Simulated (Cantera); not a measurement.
What does this Cantera script print?

```python
import numpy as np
import cantera as ct

gas_names = """
    Br Br2 Si SiBr SiBr2 SiBr3 SiBr4 Si2 Si3
""".split()
cond_names = """
    Br2(cr) Br2(L) Si(cr) Si(L)
""".split()


def load(file, names, dense=False):
    # The tables refer to 1 bar. Condensed volumes are neglected.
    table = {s.name: s for s in ct.Species.list_from_file(file)}
    out = []
    for n in names:
        d = dict(table[n].input_data)
        d["thermo"] = dict(d["thermo"], **{"reference-pressure": 1e5})
        if dense:
            d["equation-of-state"] = {"model": "constant-volume", "density": "1e6 g/cm^3"}
        out.append(ct.Species.from_dict(d))
    return out


gas = ct.Solution(thermo="ideal-gas", species=load("nasa_gas.yaml", gas_names))
cond = {s.name: ct.Solution(thermo="fixed-stoichiometry", species=[s], name=s.name)
        for s in load("nasa_condensed.yaml", cond_names, dense=True)}
atoms = {
    'Si': {'Si': 1},
    'Br2': {'Br': 2},
}
top_T = {}  # K; cautious upper limits of use, not melting points


def equilibrate(T, P, feed):
    n = {}
    for name, mol in feed.items():
        for a, k in atoms[name].items():
            n[a] = n.get(a, 0.0) + k * mol
    gas.TPX = T, P, n
    mass = sum(n.values()) * gas.mean_molecular_weight
    gas.equilibrate("TP")
    valid = [c for c in cond.values() if c.min_temp <= T <= top_T.get(c.name, c.max_temp)]
    mix = ct.Mixture([(gas, mass / gas.mean_molecular_weight)] + [(c, 0.0) for c in valid])
    mix.T, mix.P = T, P
    mix.equilibrate("TP", solver="vcs", rtol=1e-11, max_steps=5000)
    return mix


results = []
feed = {'Si': 1, 'Br2': 5.5}  # mol
T = 1375  # K
P = 10000  # Pa
mix = equilibrate(T, P, feed)
results.append((T, P, feed, dict(zip(mix.species_names, mix.species_moles))))
print(gas.report(threshold=1e-06))
for i in range(1, mix.n_phases):
    print(f"{mix.phase(i).name:16s} {mix.phase_moles(i):12.5e} mol")
```

It prints:

```
       temperature   1375 K
          pressure   10000 Pa
           density   0.14795 kg/m^3
  mean mol. weight   169.14 kg/kmol
   phase of matter   gas

                          1 kg             1 kmol
                     ---------------   ---------------
          enthalpy        1.3043e+05        2.2062e+07  J
   internal energy             62843        1.0629e+07  J
           entropy            2031.2        3.4355e+05  J/K
    Gibbs function       -2.6624e+06       -4.5032e+08  J
 heat capacity c_p            270.68             45784  J/K
 heat capacity c_v            221.53             37469  J/K

                      mass frac. Y      mole frac. X     chem. pot. / RT
                     ---------------   ---------------   ---------------
                Br           0.15193            0.3216           -16.577
               Br2           0.46478           0.49192           -33.153
             SiBr2        1.6566e-06        1.4912e-06           -62.041
             SiBr3        0.00015207        9.6048e-05           -78.618
             SiBr4           0.38314           0.18638           -95.195
     [   +4 minor]         3.586e-14        5.6167e-14

Br2(L)            0.00000e+00 mol
Si(cr)            0.00000e+00 mol
```

Cantera equilibrium calculation (NASA polynomials, part measured and part estimated; ideal gas, pure solids and liquids). The tables' values for SiBr3 are old estimates; treat these amounts as uncertain.
